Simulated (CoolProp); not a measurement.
Properties of C2F6 (R116) along the isotherm 324.2 K (Tc = 293.0 K, pc = 30.48 bar, ω = 0.257).

Computed with CoolProp (reference Helmholtz-energy equation of state, Lemmon 2006). It is a short technical equation, of lower accuracy than the large ones.

| p (bar) | phase | density (kg/m³) | speed of sound (m/s) | expansivity (1/kK) | viscosity (µPa s) | conductivity (mW/(m K)) |
|---|---|---|---|---|---|---|
| 0.0482 | gas | 0.2469 | 145.2 | 3.089 | 15.3 | 16.8 |
| 0.0857 | gas | 0.4391 | 145.2 | 3.092 | 15.3 | 16.8 |
| 0.152 | gas | 0.7792 | 145.1 | 3.097 | 15.3 | 16.8 |
| 0.271 | gas | 1.390 | 145.0 | 3.107 | 15.3 | 16.8 |
| 0.482 | gas | 2.477 | 144.8 | 3.125 | 15.3 | 16.8 |
| 0.857 | gas | 4.417 | 144.5 | 3.157 | 15.3 | 16.8 |
| 1.52 | gas | 7.875 | 143.8 | 3.215 | 15.3 | 16.8 |
| 2.71 | gas | 14.17 | 142.7 | 3.324 | 15.4 | 16.9 |
| 4.82 | gas | 25.65 | 140.7 | 3.531 | 15.4 | 16.9 |
| 8.57 | gas | 47.13 | 137.0 | 3.953 | 15.6 | 17.1 |
| 15.2 | gas | 89.13 | 130.2 | 4.925 | 16.0 | 17.5 |

Viscosity comes from a separate model (Huber 2003), an estimate that may be off by 10 % or more. Thermal conductivity comes from a separate model (Huber 2003), an estimate that may be off by 10 % or more.
